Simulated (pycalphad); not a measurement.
Computed with pycalphad from the COST 507 light-alloy database (1999), at 1 atm. The data set is of 1999 and partly superseded. Phase fractions are per mole of atoms.

Q: Give the equilibrium state of Si-29.8Fe (at.%) at 1250 K.

A: FESI2_H, fraction 0.993, with 30.0 Fe at.%; diamond (Si), fraction 0.007, with no Fe at.%.

Q: Give the equilibrium state of Si-29.8Fe (at.%) at 1200 K.

A: 
```
T = 1200.00 K, P = 101325 Pa, N = 1 mol of atoms
G = -65831 J/mol, H = 1932 J/mol, S = 56.47 J/(mol K)  (SER reference)
chemical potentials (J/mol): Si -40347, Fe -125866
phase             fraction      x(Si)      x(Fe)
FESI2_L             0.8940     0.6667     0.3333
DIAMOND_A4          0.1060     1.0000       none
```

Database names, with the compositions (at.%) that they take in these runs: FESI2_H: Si 70 Fe 30; FESI2_L: Si 67 Fe 33. DIAMOND_A4 is diamond (Si). An entry "none" or "no" means that the model of the phase leaves that element out.
